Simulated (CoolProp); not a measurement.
R21 along the isotherm 260.4 K: Z from the reference equation and from simpler models built on Tc = 452.7 K, pc = 52.89 bar, ω = 0.206; each cubic takes its own stable root.

Model: reference Helmholtz-energy equation of state, Platzer 1990, in CoolProp. This equation is an older, rougher fit; its heat capacities, sound speeds and derivatives of the liquid may be far off and weren't checked against measurements.

```csv
p (bar),phase,reference,van der Waals,Redlich-Kwong,Soave-Redlich-Kwong,Peng-Robinson
29.4,liquid,0.09576,0.1526,0.1039,0.1019,0.09043
58.8,liquid,0.1908,0.3021,0.2067,0.2030,0.1802
88.1,liquid,0.2849,0.4485,0.3082,0.3029,0.2691
118,liquid,0.3803,0.5958,0.4108,0.4041,0.3592
147,liquid,0.4722,0.7369,0.5095,0.5016,0.4461
176,liquid,0.5637,0.8765,0.6075,0.5985,0.5326
206,liquid,0.6577,1.020,0.7081,0.6981,0.6216
235,liquid,0.7482,1.157,0.8048,0.7939,0.7072
264,liquid,0.8382,1.293,0.9009,0.8892,0.7924
```
